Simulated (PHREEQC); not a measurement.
1 kg of water holding 35 mmol/kgw CaCl2, 3.3 mmol/kgw MgCl2 and 4.3 mmol/kgw NaCl is evaporated at 75 °C; the solids stay in contact with the brine. CO2 from the air is kept out. Only these solids could form: Bischofite, Brucite, Halite, Portlandite, MgCl2_4H2O.

All values are PHREEQC results (Pitzer model, pitzer.dat), not measurements.

**Question.** Predict water activity at water left (kg) = 0.2082, 0.01979, 0.00903.

**Answer.** 
| water left (kg) | water activity |
|---|---|
| 0.2082 | 0.991 |
| 0.01979 | 0.865 |
| 0.00903 | 0.604 |

Complexes and solids missing from the database can't appear. Away from 25 °C the constants follow the database's enthalpies or fits; those with neither stay at their 25 °C values.
